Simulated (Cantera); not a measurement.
Input: 1 mol Cr₂O₃, 2.4 mol H₂, 6.5 mol N₂, equilibrated at 1725 K and 0.000140 bar.

Method: chemical equilibrium by Gibbs-energy minimisation in Cantera with the NASA 1993 tables (ideal gas, pure condensed phases). Candidate condensed phases: Cr, CrN, Cr₂N, Cr₂O₃, H₂O; 29 gas species. Kinetics and transport are ignored.

Base state: N₂ 0.722, H₂ 0.252, H₂O 0.0110, H 0.00787, Cr 0.00731, CrO 0.000150, OH 1.90e-5 (mole fractions); condensed: Cr₂O₃(s).

What changes in the equilibrium state with this change: pressure from 0.000140 bar to 0.00133 bar?


| species | before | after |
|---|---|---|
| N₂ | 0.722 | 0.727 |
| H₂ | 0.252 | 0.263 |
| H₂O | 0.0110 | 0.00458 |
| H | 0.00787 | 0.00261 |
| Cr | 0.00731 | 0.00305 |
| OH | 1.90e-5 | 2.51e-6 |
| CrO | 0.000150 | 2.49e-5 |
| Cr₂O₃(s), mol | 0.966 | 0.986 |
